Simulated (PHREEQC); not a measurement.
# Brine

A solution holds 0.096 mol SrCl2 and 2.8 mol LiCl per kg of water, at 25 °C. Closed to the air; pH follows from the charge balance.

Model: Pitzer model, pitzer.dat, run in PHREEQC.

Precipitation was switched off in this run.

### Question
What activity of water does the model give?

### Answer
activity of water 0.873.
